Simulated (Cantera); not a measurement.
Cantera run:

```python
import numpy as np
import cantera as ct

gas_names = [...]  # 113 gases of nasa_gas.yaml made of C, F, H, Si
cond_names = """
    C(gr) C6H6(L) C7H8(L) C8H18(L),n-octa Si(cr) Si(L) SiC(b)
""".split()


# ... load() reads the species with a 1 bar reference pressure and builds the phases ...
atoms = {
    'SiF4': {'Si': 1, 'F': 4},
    'C3H8': {'C': 3, 'H': 8},
    'H2': {'H': 2},
}
top_T = {'C(gr)': 4500, 'SiC(b)': 3050}  # K; cautious upper limits of use, not melting points


# ... equilibrate(T, P, feed) seeds the gas with the atoms and calls Mixture.equilibrate('TP', solver="vcs", rtol=1e-11, max_steps=5000) ...
results = []
feed = {'SiF4': 1, 'C3H8': 0.014, 'H2': 11}  # mol
T = 1225  # K
for P in [100, 220, 460, 1000, 2200, 4600, 10000, 22000, 46000, 100000]:
    mix = equilibrate(T, P, feed)
    results.append((T, P, feed, dict(zip(mix.species_names, mix.species_moles))))

top = {s: max(r[3][s] / sum(r[3][g] for g in gas_names) for r in results) for s in gas_names}
cols = sorted((s for s in top if top[s] > 1e-05), key=lambda s: -top[s])[:6]
seen = [c for c in cond_names if any(r[3].get(c, 0) > 1e-12 for r in results)]
print("log10 of partial pressures in bar; condensed amounts in mol")
print(f"{'P/Pa':>10s}" + "".join(f"{s[:9]:>10s}" for s in cols + seen))
for T, P, feed, n in results:
    ng = sum(n[g] for g in gas_names)
    print(f"{P:10.4g}" + "".join(f"{np.log10(max(n[s] / ng * P / 1e5, 1e-99)):10.3f}" for s in cols)
          + "".join(f"{n.get(c, 0):10.4g}" for c in seen))
```

Result:

```
log10 of partial pressures in bar; condensed amounts in mol
      P/Pa        H2      SiF4        HF       CH4      SiF3     SiHF3     C(gr)    SiC(b)
       100    -3.040    -4.098    -5.300    -7.961    -5.767    -6.200   0.03405  0.007811
       220    -2.697    -3.754    -5.043    -7.275    -5.508    -5.771   0.03603  0.005675
       460    -2.376    -3.432    -4.802    -6.634    -5.267    -5.369   0.03753  0.003859
      1000    -2.039    -3.094    -4.549    -5.959    -5.013    -4.947    0.0386  0.002072
      2200    -1.696    -2.751    -4.292    -5.274    -4.756    -4.518   0.03876 0.0003246
      4600    -1.376    -2.430    -4.008    -4.634    -4.559    -4.161   0.03591         0
     1e+04    -1.039    -2.092    -3.691    -3.960    -4.369    -3.803   0.02878         0
   2.2e+04    -0.697    -1.748    -3.364    -3.276    -4.182    -3.445   0.01306         0
   4.6e+04    -0.378    -1.427    -3.054    -2.794    -4.011    -3.114         0         0
     1e+05    -0.040    -1.090    -2.724    -2.457    -3.834    -2.768         0         0
```

These are equilibrium values from Cantera (NASA tables, ideal gas, pure condensed phases), not measurements of a reactor. The tables' values for SiF3, SiF2 are old estimates; treat these amounts as uncertain.
